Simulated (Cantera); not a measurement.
# N2O furnace oxynitridation

An isothermal, constant-pressure homogeneous reactor starts with N2O : H2 : N2 = 1 : 0.0042 : 0.92 (molar parts), at 1100 K and 61.5 Torr.

Computed with Cantera and GRI-Mech 3.0 (53 species, 325 reactions). GRI-Mech 3.0 was tuned for natural gas; its chemistry of N2O as a main component is partial and can be far from experiment. The mechanism lacks the step 2 NO + O2 → 2 NO2, which can matter for NO2 below about 1400 K. The temperature is held fixed by assumption; the heat of reaction is taken as removed at once.

| t (s) | x N2O | x H2 | x H2O2 | x NO2 | x NO | x HO2 |
|---|---|---|---|---|---|---|
| 0.000500 | 0.520 | 0.00218 | <1e-12 | <1e-12 | 6.77e-8 | 1.38e-9 |
| 0.00117 | 0.520 | 0.00218 | 1.84e-12 | 1.48e-12 | 2.07e-7 | 1.08e-8 |
| 0.00276 | 0.520 | 0.00218 | 3.16e-11 | 5.87e-11 | 5.65e-7 | 6.70e-8 |
| 0.00648 | 0.520 | 0.00216 | 5.66e-10 | 1.89e-9 | 1.52e-6 | 3.30e-7 |
| 0.0152 | 0.520 | 0.00209 | 9.25e-9 | 4.16e-8 | 4.00e-6 | 1.08e-6 |
| 0.0357 | 0.519 | 0.00187 | 4.82e-8 | 3.97e-7 | 9.37e-6 | 1.70e-6 |
| 0.0839 | 0.519 | 0.00140 | 5.40e-8 | 1.63e-6 | 2.00e-5 | 1.56e-6 |
| 0.197 | 0.517 | 0.000764 | 2.88e-8 | 5.27e-6 | 4.20e-5 | 1.13e-6 |
| 0.463 | 0.516 | 0.000250 | 7.74e-9 | 1.61e-5 | 8.98e-5 | 5.81e-7 |
| 1.09 | 0.513 | 4.17e-5 | 1.21e-9 | 3.69e-5 | 0.000205 | 2.21e-7 |
| 2.55 | 0.507 | 1.73e-6 | 2.91e-10 | 5.38e-5 | 0.000501 | 9.07e-8 |
| 6.00 | 0.493 | 1.71e-9 | 1.85e-10 | 6.52e-5 | 0.00120 | 4.48e-8 |
x: mole fraction; the columns are a selection and need not sum to one.

Equilibrium at this temperature and pressure: N2O 1.83e-9, H2 1.77e-11, H2O2 2.03e-12, NO2 6.84e-7, NO 8.48e-5, HO2 2.76e-10 (gas phase only).
